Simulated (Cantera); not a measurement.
An isothermal, constant-pressure homogeneous reactor starts with H2 : O2 : N2 = 0.046 : 1 : 0.68 (molar parts), equivalence ratio 0.023, at 1398 K and 0.0306 atm. Integrator tolerance rtol = 1e-08.

Model: the H2/O2 subset of GRI-Mech 3.0, which has no nitrogen chemistry, integrated in Cantera. Radical loss at walls, strong at low pressure, is not modelled.

What does this change do: pressure from 0.0306 atm to 0.00109 atm?


```tsv
quantity	before	after
x(H2) at 4.00 s	2.04e-7 (gas-phase equilibrium 8.93e-8)	0.000352 (gas-phase equilibrium 4.73e-7)
x(O2) at 4.00 s	0.574 (gas-phase equilibrium 0.574)	0.559 (gas-phase equilibrium 0.574)
x(HO2) at 4.00 s	3.41e-8 (gas-phase equilibrium 4.12e-8)	7.34e-8 (gas-phase equilibrium 1.79e-8)
x(H) at 4.00 s	2.78e-8 (gas-phase equilibrium 8.08e-9)	0.00225 (gas-phase equilibrium 9.88e-8)
x(H2O2) at 4.00 s	7.19e-10 (gas-phase equilibrium 3.97e-10)	2.19e-9 (gas-phase equilibrium 7.47e-11)
x(O) at 4.00 s	9.05e-6 (gas-phase equilibrium 3.97e-6)	0.0173 (gas-phase equilibrium 2.11e-5)
x(H2O) at 4.00 s	0.0270 (gas-phase equilibrium 0.0270)	0.0237 (gas-phase equilibrium 0.0270)
```

What does this change do: pressure from 0.0306 atm to 0.00345 atm?


| quantity | before | after |
|---|---|---|
| x(H2) at 4.00 s | 2.04e-7 (gas-phase equilibrium 8.93e-8) | 0.000120 (gas-phase equilibrium 2.65e-7) |
| x(O2) at 4.00 s | 0.574 (gas-phase equilibrium 0.574) | 0.569 (gas-phase equilibrium 0.574) |
| x(HO2) at 4.00 s | 3.41e-8 (gas-phase equilibrium 4.12e-8) | 1.46e-7 (gas-phase equilibrium 2.39e-8) |
| x(H) at 4.00 s | 2.78e-8 (gas-phase equilibrium 8.08e-9) | 0.000416 (gas-phase equilibrium 4.15e-8) |
| x(H2O2) at 4.00 s | 7.19e-10 (gas-phase equilibrium 3.97e-10) | 4.87e-9 (gas-phase equilibrium 1.33e-10) |
| x(O) at 4.00 s | 9.05e-6 (gas-phase equilibrium 3.97e-6) | 0.00555 (gas-phase equilibrium 1.18e-5) |
| x(H2O) at 4.00 s | 0.0270 (gas-phase equilibrium 0.0270) | 0.0257 (gas-phase equilibrium 0.0270) |
